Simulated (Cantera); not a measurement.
## Thermodynamics of fluorocarbon and chlorocarbon gases, feed CH₃Cl + F₂ + H₂

Feed: 1 mol CH₃Cl, 0.023 mol F₂, a varied amount of H₂, held at 1575 K and 0.700 bar.

Cantera equilibrium calculation (NASA polynomials, part measured and part estimated; ideal gas, pure solids and liquids). Candidate condensed phases: C, C₆H₆, C₇H₈, C₈H₁₈; 118 gas species. Kinetics and transport are ignored.

From 0.096 mol H₂ to 15 mol H₂ the condensed part is C(graphite). The main C-bearing gas is CH₄ throughout.

```
n(H₂) (mol)   x H₂   x HCl     x HF     x CH₄      x H     x Cl  n C(graphite)
-----------  -----  ------  -------  --------  -------  -------  -------------
0.096        0.506   0.472   0.0217  0.000326  3.53e-5  2.62e-5          0.999
0.15         0.518   0.460   0.0212  0.000342  3.58e-5  2.52e-5          0.999
0.24         0.537   0.442   0.0203  0.000367  3.64e-5  2.38e-5          0.999
0.38         0.564   0.416   0.0191  0.000405  3.73e-5  2.19e-5          0.999
0.61         0.602   0.380   0.0175  0.000461  3.85e-5  1.93e-5          0.999
0.96         0.649   0.335   0.0154  0.000535  4.00e-5  1.64e-5          0.998
1.5          0.702   0.284   0.0131  0.000628  4.16e-5  1.34e-5          0.998
2.4          0.763   0.226   0.0104  0.000740  4.34e-5  1.02e-5          0.997
3.8          0.819   0.172  0.00791  0.000855  4.50e-5  7.49e-6          0.995
6            0.868   0.125  0.00574  0.000960  4.63e-5  5.28e-6          0.992
9.6          0.909  0.0861  0.00396   0.00105  4.74e-5  3.57e-6          0.987
15           0.937  0.0588  0.00271   0.00112  4.81e-5  2.40e-6          0.980
```
x: gas mole fraction; n: condensed amount in mol.
